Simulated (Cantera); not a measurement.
A Cantera script and what it prints.

```python
import numpy as np
import cantera as ct

gas_names = """
    C CH CH2 CH3 CH2OH CH3O CH4 CH3OH CN CO CO2 COOH C2 C2H CHCO,ketyl C2H2,acetylene C2H2,vinylidene
    CH2CO,ketene C2H3,vinyl CH3CN CH3CO,acetyl C2H4 C2H4O,ethylen CH3CHO,ethanal CH3COOH (HCOOH)2 C2H5
    C2H6 CH3OCH3 C2H5OH CCN CNC C2N2 C2O C3 C3H3,propargyl C3H4,allene C3H4,propyne C3H4,cyclo-
    C3H5,allyl C3H6,propylene C3H6,cyclo- C3H6O C3H7,n-propyl C3H7,i-propyl C3H8 C3H8O,1propanol
    C3H8O,2propanol C3O2 C4 C4H2 C4H4,1,3-cyclo- C4H6,butadiene C4H6,2-butyne C4H6,cyclo- C4H8,1-butene
    C4H8,cis2-buten C4H8,tr2-butene C4H8,isobutene C4H8,cyclo- (CH3COOH)2 C4H9,n-butyl C4H9,i-butyl
    C4H9,s-butyl C4H9,t-butyl C4H10,isobutane C4H10,n-butane C4N2 C5 C5H6,1,3cyclo- C5H8,cyclo-
    C5H10,1-pentene C5H10,cyclo- C5H11,pentyl C5H11,t-pentyl C5H12,n-pentane C5H12,i-pentane
    CH3C(CH3)2CH3 C6H2 C6H5,phenyl C6H5O,phenoxy C6H6 C6H5OH,phenol C6H10,cyclo- C6H12,1-hexene
    C6H12,cyclo- C6H13,n-hexyl C7H7,benzyl C7H8 C7H8O,cresol C7H14,1-heptene C7H15,n-heptyl
    C7H16,n-heptane C8H8,styrene C8H10,ethylbenz C8H16,1-octene C8H17,n-octyl C8H18,isooctane
    C8H18,n-octane C9H19,n-nonyl C10H8,naphthale C10H21,n-decyl C12H9,o-bipheny C12H10,bipheny H HCN HCO
    HCCN HNC HNCO HNO HNO2 HNO3 HO2 H2 HCHO,formaldehy HCOOH H2O H2O2 N NCO NH NH2 NH3 NH2OH NO NO2 NO3
    N2 N2H2 N2H4 N2O O OH O2 O3 Si SiC SiC2 SiC4H12 SiH SiH2 SiH3 SiH4 SiN SiO SiO2 Si2 Si2C Si2N Si3
""".split()
cond_names = """
    C(gr) C6H6(L) C7H8(L) C8H18(L),n-octa H2O(s) H2O(L) Si(cr) Si(L) SiC(b) SiO2(Lqz) SiO2(hqz) SiO2(L)
    Si2N2O(s) Si3N4(a)
""".split()


def load(file, names, dense=False):
    # The tables refer to 1 bar. Condensed volumes are neglected.
    table = {s.name: s for s in ct.Species.list_from_file(file)}
    out = []
    for n in names:
        d = dict(table[n].input_data)
        d["thermo"] = dict(d["thermo"], **{"reference-pressure": 1e5})
        if dense:
            d["equation-of-state"] = {"model": "constant-volume", "density": "1e6 g/cm^3"}
        out.append(ct.Species.from_dict(d))
    return out


gas = ct.Solution(thermo="ideal-gas", species=load("nasa_gas.yaml", gas_names))
cond = {s.name: ct.Solution(thermo="fixed-stoichiometry", species=[s], name=s.name)
        for s in load("nasa_condensed.yaml", cond_names, dense=True)}
atoms = {
    'SiC': {'Si': 1, 'C': 1},
    'H2O': {'H': 2, 'O': 1},
    'N2': {'N': 2},
    'CO2': {'C': 1, 'O': 2},
}
top_T = {'C(gr)': 4500, 'SiC(b)': 3050, 'Si2N2O(s)': 2100, 'Si3N4(a)': 2400}  # K; cautious upper limits of use, not melting points


def equilibrate(T, P, feed):
    n = {}
    for name, mol in feed.items():
        for a, k in atoms[name].items():
            n[a] = n.get(a, 0.0) + k * mol
    gas.TPX = T, P, n
    mass = sum(n.values()) * gas.mean_molecular_weight
    gas.equilibrate("TP")
    valid = [c for c in cond.values() if c.min_temp <= T <= top_T.get(c.name, c.max_temp)]
    mix = ct.Mixture([(gas, mass / gas.mean_molecular_weight)] + [(c, 0.0) for c in valid])
    mix.T, mix.P = T, P
    mix.equilibrate("TP", solver="vcs", rtol=1e-11, max_steps=5000)
    return mix


results = []
feed = {'SiC': 1, 'H2O': 0.0074, 'N2': 1.7, 'CO2': 0.32}  # mol
T = 1875  # K
P = 14  # Pa
mix = equilibrate(T, P, feed)
results.append((T, P, feed, dict(zip(mix.species_names, mix.species_moles))))
x = sorted(zip(gas.X, gas.species_names), reverse=True)
print(f"T = {T:g} K  P = {P:g} Pa  gas = {mix.phase_moles(0):.4g} mol")
print("   x: " + "  ".join(f"{s} {v:.3e}" for v, s in x if v > 0.001))
print("   condensed (mol): " + ("  ".join(f"{mix.phase(i).name} {mix.phase_moles(i):.4g}"
      for i in range(1, mix.n_phases) if mix.phase_moles(i) > 1e-12) or "none"))
```

It prints:

```
T = 1875 K  P = 14 Pa  gas = 2.392 mol
   x: N2 7.106e-01  CO 2.094e-01  SiO 6.120e-02  Si 1.416e-02  H 2.394e-03  H2 1.868e-03
   condensed (mol): SiC(b) 0.8183
```

Cantera equilibrium calculation (NASA polynomials, part measured and part estimated; ideal gas, pure solids and liquids). The tables' values for SiN are old estimates; treat these amounts as uncertain.
